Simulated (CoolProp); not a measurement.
Cyclopentane at several states: Z from the reference equation and from simpler models built on Tc = 511.7 K, pc = 45.83 bar, ω = 0.202; each cubic takes its own stable root.

Model: reference Helmholtz-energy equation of state, Gedanitz 2015, in CoolProp.

```tsv
T (K)	p (bar)	phase	reference
291.2	35.3	liquid	0.1363
541.4	15.1	gas	0.8976
404.7	0.106	gas	0.9983
```

How far does each simpler model (van der Waals, Soave-Redlich-Kwong, Peng-Robinson) lie from the reference over these 3 states: mean and median of the absolute difference, and the worst?


- van der Waals: mean 18.9 %, median 1.2 %, worst +55.6 % at 291.2 K and 35.3 bar
- Soave-Redlich-Kwong: mean 1.5 %, median 0.4 %, worst +4.2 % at 291.2 K and 35.3 bar
- Peng-Robinson: mean 2.8 %, median 0.9 %, worst -7.5 % at 291.2 K and 35.3 bar
